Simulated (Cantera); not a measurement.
**Silicon oxide and oxynitride deposition: Si2H6 + N2O**

Charge: 1 mol Si2H6, a varied amount of N2O, equilibrated at 1175 K and 0.0133 bar.

These are equilibrium values from Cantera (NASA tables, ideal gas, pure condensed phases), not measurements of a reactor. Candidate condensed phases: H2O, Si, SiO2, Si2N2O, Si3N4; 35 gas species. The feed counts by its element totals alone. Mutual solubility and eutectic melting of coexisting phases are not modelled. The tables hold silica as quartz up to 1696 K and as liquid above; real silica turns to tridymite and cristobalite and melts near 1996 K. Kinetics and transport are ignored.

From 0.24 mol N2O to 0.94 mol N2O the condensed part is Si(s) + Si2N2O(s). At 1.1 mol N2O the condensed part is SiO2(β-quartz) + Si2N2O(s). The main Si-bearing gas is SiO throughout.

| n(N2O) (mol) | log p H2 | log p N2 | log p H2O | log p H | log p NH3 | log p SiO | log p SiH4 | n Si(s) | n Si2N2O(s) | n SiO2(β-quartz) |
|---|---|---|---|---|---|---|---|---|---|---|
| 0.24 | -1.88 | -9.18 | -11.89 | -7.85 | -11.07 | -9.18 | -9.96 | 1.52 | 0.240 | 0 |
| 0.38 | -1.88 | -9.18 | -11.89 | -7.85 | -11.07 | -9.18 | -9.96 | 1.24 | 0.380 | 0 |
| 0.52 | -1.88 | -9.18 | -11.89 | -7.85 | -11.07 | -9.18 | -9.96 | 0.960 | 0.520 | 0 |
| 0.66 | -1.88 | -9.18 | -11.89 | -7.85 | -11.07 | -9.18 | -9.96 | 0.680 | 0.660 | 0 |
| 0.8 | -1.88 | -9.18 | -11.89 | -7.85 | -11.07 | -9.18 | -9.96 | 0.400 | 0.800 | 0 |
| 0.94 | -1.88 | -9.18 | -11.89 | -7.85 | -11.07 | -9.18 | -9.96 | 0.120 | 0.940 | 0 |
| 1.1 | -1.89 | -3.25 | -6.48 | -7.86 | -8.13 | -9.43 | <-13 | 0 | 0.967 | 0.0666 |
log p: log10 of the partial pressure in bar; n: condensed amount in mol.
